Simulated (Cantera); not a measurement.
Stirred combustor or abatement burner

A perfectly stirred reactor is fed with 5.09 % CH4, 0.791 % H2, 11.8 % O2, 82.3 % N2, at 500000 Pa; it is adiabatic with a 550 K inlet, and is followed from long to short residence time, starting on the burning branch (τ in s: 0.085, 0.044, 0.023, 0.012, 0.0062, 0.0032, 0.0017, 0.00087, 0.00045, 0.00023, 0.00012, 6.3e-05, 3.3e-05).

Cantera simulation using GRI-Mech 3.0 (53 species, 325 reactions); the numbers are that mechanism's predictions, not measurements.

```
τ (s)    T (K)     x CH4      x H2    x O2   x C2H4   x CH2O    x HCO    x HCN
-------  -----  --------  --------  ------  -------  -------  -------  -------
0.085     1754   8.23e-6  0.000115  0.0123  6.60e-9  9.28e-7  6.41e-9  3.36e-8
0.044     1752   1.27e-5  0.000170  0.0124  1.37e-8  1.48e-6  1.25e-8  5.10e-8
0.023     1749   1.96e-5  0.000251  0.0126  2.70e-8  2.34e-6  2.40e-8  7.79e-8
0.012     1745   3.03e-5  0.000371  0.0128  5.20e-8  3.66e-6  4.65e-8  1.20e-7
0.0062    1739   4.75e-5  0.000546  0.0131  9.87e-8  5.74e-6  9.11e-8  1.86e-7
0.0032    1730   7.58e-5  0.000794  0.0136  1.86e-7  8.98e-6  1.79e-7  2.89e-7
0.0017    1717  0.000121   0.00112  0.0144  3.43e-7  1.38e-5  3.41e-7  4.35e-7
0.00087   1697  0.000209   0.00159  0.0157  7.02e-7  2.23e-5  6.75e-7  6.54e-7
0.00045   1666  0.000399   0.00223  0.0178  1.77e-6  3.85e-5  1.32e-6  9.26e-7
0.00023    550    0.0509   0.00791   0.118   <1e-12   <1e-12   <1e-12   <1e-12
0.00012    550    0.0509   0.00791   0.118   <1e-12   <1e-12   <1e-12   <1e-12
6.3e-5     550    0.0509   0.00791   0.118   <1e-12   <1e-12   <1e-12   <1e-12
3.3e-5     550    0.0509   0.00791   0.118   <1e-12   <1e-12   <1e-12   <1e-12
```
x: mole fraction; the columns are a selection and need not sum to one.
